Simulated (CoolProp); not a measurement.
Vapour-liquid equilibrium of n-octane (1) + m-xylene (2) at 465.3 K; x and y are mole fractions of (1).

Model: multi-fluid Helmholtz-energy mixture model, Beckmüller 2019 and Zhou 2012; pair parameters Bell 2016, in CoolProp.

| x | bubble pressure (bar) | y at the bubble point | dew pressure at overall composition x (bar) | liquid density (mol/L) |
|---|---|---|---|---|
| 0.05 | 3.577 | 0.068 | 3.556 | 6.468 |
| 0.2 | 3.798 | 0.253 | … | 6.139 |
| 0.35 | 4.002 | 0.416 | … | … |
| 0.5 | 4.192 | 0.564 | 4.109 | 5.549 |
| 0.65 | 4.370 | 0.702 | 4.303 | 5.284 |
| 0.8 | 4.537 | 0.832 | 4.496 | … |
| 0.95 | 4.695 | 0.958 | 4.684 | 4.806 |

### Question
Complete the blanks.

### Answer

- 0.2, dew pressure at overall composition x (bar): 3.733
- 0.35, dew pressure at overall composition x (bar): 3.918
- 0.35, liquid density (mol/L): 5.833
- 0.8, liquid density (mol/L): 5.037

No azeotrope shows between x = 0.05 and 0.95.

The pair parameters rest on a limited set of measurements; away from them the model extrapolates.
